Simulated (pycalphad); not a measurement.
CALPHAD calculation (pycalphad, COST 507 light-alloy database (1999)), 1 atm. The database dates from 1999; later assessments differ in places, in temperatures and in the compounds included. Kinetics are ignored, which matters at the lower temperatures.

### Question
How does the equilibrium phase assembly of Si-8.08V (at.%) change on cooling from 2850 K to 530 K?

### Answer
```tsv
T (K)	phases above	phases below
1781.1	liquid	liquid + SI2V
1675.1	liquid + SI2V	diamond (Si) + SI2V
```
Changes were sought between steps of 40 K, so a narrower field can be missed.

Database names, with the compositions (at.%) that they take in these runs: SI2V: Si 67 V 33.
